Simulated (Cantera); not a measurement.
Charge: 1 mol Si, 0.32 mol H2, held at 1073 K and 1 atm.

Cantera equilibrium calculation (NASA polynomials, part measured and part estimated; ideal gas, pure solids and liquids). Candidate condensed phases: Si; 9 gas species. The numbers say what is thermodynamically allowed, not how fast it happens.

Problem. What is the equilibrium state?

Solution. 
```
Property         Value
----------  ----------
x(H2)            1.000
n(Si(s))      1.00 mol
gas amount  0.3200 mol
```
